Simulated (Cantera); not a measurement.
A closed system holds: 1 mol Si₂Cl₆, 0.21 mol HCl, 48 mol N₂, at 975 Torr.

Method: chemical equilibrium by Gibbs-energy minimisation in Cantera with the NASA 1993 tables (ideal gas, pure condensed phases). Candidate condensed phases: NH₄Cl, Si, Si₃N₄; 28 gas species. The feed counts by its element totals alone. N₂ is the only nitrogen source here; it is nearly inert below about 1500 K, so the nitride shown seldom forms there in practice. The tables' values for SiCl₃ are old estimates; treat these amounts as uncertain. Kinetics and transport are ignored.

x: gas mole fraction; n: condensed amount in mol.

```csv
T (°C),x N₂,x SiCl₄,x SiCl₃,x SiCl₂,n Si₃N₄(s)
775,0.965,0.0304,1.49e-5,1.34e-7,0.166
825,0.965,0.0304,3.54e-5,…,0.166
875,0.965,0.0303,7.80e-5,2.21e-6,0.166
925,0.965,0.0303,0.000160,7.52e-6,0.166
975,0.965,0.0301,0.000311,2.31e-5,0.165
1025,0.965,0.0299,0.000569,6.47e-5,0.163
1075,0.965,0.0295,0.000992,0.000167,0.161
1125,0.965,0.0289,0.00165,0.000401,0.156
1175,0.964,0.0279,0.00261,0.000897,0.148
1225,0.964,0.0264,0.00394,0.00188,0.135
1275,0.962,…,0.00562,…,…
1325,0.960,0.0211,0.00755,0.00668,0.0795
```

Task: What belongs in the gaps?

Result: 
- 825, x SiCl₂: 5.80e-7
- 1275, x SiCl₄: 0.0242
- 1275, x SiCl₂: 0.00367
- 1275, n Si₃N₄(s): 0.113
